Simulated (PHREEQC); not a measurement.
Model water analysis in mmol/kgw, 25 °C, pH 6.68, pe 12.8: Na 8.62; K 5.45; Ca 0.931; Mg 0.126; Cl 5.46; S(6) 2.18; Alkalinity (meq/kgw) 6.04; Si 0.421; Br 0.00337; Sr 0.0643; B 0.327; F 0.0048.

Valence states are taken as typed.

Model: ion-association model, wateq4f.dat, run in PHREEQC.

This is a speciation only: nothing precipitates in the calculation.

Problem. Order these C species by the share of C that they hold, largest first: CaHCO3+, CO2, HCO3-, NaHCO3.

Solution. HCO3- (70 %), CO2 (29 %), CaHCO3+ (0.42 %), NaHCO3 (0.26 %)

Problem. Order these S species by the share of S that they hold, largest first: KSO4-, SO4-2, NaSO4-, CaSO4, MgSO4.

Solution. SO4-2 (90 %), CaSO4 (4.9 %), NaSO4- (2.3 %), KSO4- (2.0 %), MgSO4 (0.78 %)

The pH is 6.68 and the ionic strength 0.0186 mol/kgw. The solution is supersaturated, for example in Quartz (slow to form), Chalcedony (slow to form), so a real one may precipitate; this is no full list. SiF6-2 is the database's only silicon fluoride. Real BF4- forms and hydrolyses slowly; the run takes it at equilibrium.
